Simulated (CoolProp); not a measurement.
The numbers come from the reference Helmholtz-energy equation of state, Schroeder 2014 in CoolProp.

### Question
For ethanol, give the phase and the speed of sound (m/s), Prandtl number at 339.1 K and 15.9 kPa; 295.4 K and 62 kPa.

### Answer
- 339.1 K and 15.9 kPa: gas; speed of sound 262, Prandtl number 0.822
- 295.4 K and 62 kPa: liquid; speed of sound 1150, Prandtl number 16.8

Viscosity comes from a separate model (Kiselev 2005). Thermal conductivity comes from a separate model (Assael 2013).
